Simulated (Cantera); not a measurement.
**Carbothermic reduction: Cu₂O + CH₄ + CO**

A closed system holds: 1 mol Cu₂O, a varied amount of CH₄, 0.01 mol CO, held at 2302 °C and 1.00 Torr.

Cantera equilibrium calculation (NASA polynomials, part measured and part estimated; ideal gas, pure solids and liquids). Candidate condensed phases: C, C₆H₆, C₇H₈, C₈H₁₈, Cu, CuO, Cu(OH)₂, Cu₂O, H₂O; 113 gas species. Rates play no part.

From 0.52 mol CH₄ to 0.92 mol CH₄ nothing is condensed. From 1.3 mol CH₄ to 3 mol CH₄ the condensed part is C(graphite). The main Cu-bearing gas is Cu throughout.

```json
[
 {"n(CH₄) (mol)": "0.52", "log p H": "-3.47", "log p Cu": "-3.22", "log p H₂": "-4.01", "log p CO": "-3.82", "log p O": "-4.22", "log p H₂O": "-4.48", "log p OH": "-4.58", "n C(graphite)": "0"},
 {"n(CH₄) (mol)": "0.92", "log p H": "-3.33", "log p Cu": "-3.34", "log p H₂": "-3.74", "log p CO": "-3.67", "log p O": "-5.19", "log p H₂O": "-5.18", "log p OH": "-5.42", "n C(graphite)": "0"},
 {"n(CH₄) (mol)": "1.3", "log p H": "-3.28", "log p Cu": "-3.42", "log p H₂": "-3.64", "log p CO": "-3.72", "log p O": "-12.16", "log p H₂O": "-12.05", "log p OH": "-12.34", "n C(graphite)": "0.229"},
 {"n(CH₄) (mol)": "1.7", "log p H": "-3.25", "log p Cu": "-3.49", "log p H₂": "-3.57", "log p CO": "-3.78", "log p O": "-12.23", "log p H₂O": "-12.05", "log p OH": "-12.37", "n C(graphite)": "0.610"},
 {"n(CH₄) (mol)": "2.1", "log p H": "-3.22", "log p Cu": "-3.54", "log p H₂": "-3.53", "log p CO": "-3.84", "log p O": "-12.29", "log p H₂O": "-12.06", "log p OH": "-12.40", "n C(graphite)": "0.990"},
 {"n(CH₄) (mol)": "2.5", "log p H": "-3.21", "log p Cu": "-3.59", "log p H₂": "-3.49", "log p CO": "-3.89", "log p O": "-12.34", "log p H₂O": "-12.08", "log p OH": "-12.44", "n C(graphite)": "1.37"},
 {"n(CH₄) (mol)": "3", "log p H": "-3.19", "log p Cu": "-3.65", "log p H₂": "-3.46", "log p CO": "-3.95", "log p O": "-12.39", "log p H₂O": "-12.10", "log p OH": "-12.48", "n C(graphite)": "1.85"}
]
```
log p: log10 of the partial pressure in bar; n: condensed amount in mol.
